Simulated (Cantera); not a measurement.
**Iron carbonyl, mercury and lead vapours: Pb + O2 + H2**

Charge: 1 mol Pb, a varied amount of O2, 1.7 mol H2, held at 1473.15 K and 2.03 Torr.

Method: chemical equilibrium by Gibbs-energy minimisation in Cantera with the NASA 1993 tables (ideal gas, pure condensed phases). Candidate condensed phases: H2O, Pb, PbO, PbO2, Pb3O4; 12 gas species. Gases not in the tables: (PbO)n polymers. Kinetics and transport are ignored.

From 0.09 mol O2 to 2.6 mol O2 nothing is condensed.

```
n(O2) (mol)   x H2O     x H2    x Pb      x O2     x PbO
-----------  ------  -------  ------  --------  --------
0.09         0.0666    0.563   0.370  8.95e-12   1.40e-5
0.16          0.118    0.511   0.370  3.43e-11   2.74e-5
0.28          0.207    0.422   0.370  1.54e-10   5.80e-5
0.48          0.355    0.274   0.370   1.07e-9  0.000153
0.84          0.617   0.0130   0.365   1.45e-6   0.00554
1.5           0.575  4.94e-5  0.0717    0.0865     0.267
2.6           0.423  1.87e-5  0.0303     0.327     0.219
```
x: gas mole fraction; nothing condenses.
